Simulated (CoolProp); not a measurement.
Saturation properties of fluorine.

Computed with CoolProp (reference Helmholtz-energy equation of state, de Reuck 1990).

| T (K) | p (MPa) | enthalpy of vaporisation (kJ/kg) | vapour Z |
|---|---|---|---|
| 70.4 | 0.01285 | 186.7 | 0.9920 |
| 74.3 | 0.02432 | 183.7 | 0.9873 |
| 78.3 | 0.04352 | 180.4 | 0.9807 |
| 82.2 | (withheld) | (withheld) | 0.9725 |
| 86.2 | (withheld) | 173.3 | 0.9620 |
| 90.1 | 0.1747 | 169.4 | 0.9497 |
| 94.1 | 0.2570 | 165.2 | 0.9349 |
| 98 | 0.3624 | 160.8 | 0.9183 |
| 102 | 0.5009 | 155.9 | 0.8989 |

Q: Fill in the missing entries.

A: 
- 82.2, p (MPa): 0.07231
- 82.2, enthalpy of vaporisation (kJ/kg): 177.0
- 86.2, p (MPa): 0.1155

It boils at 85.0 K under 1 atm.
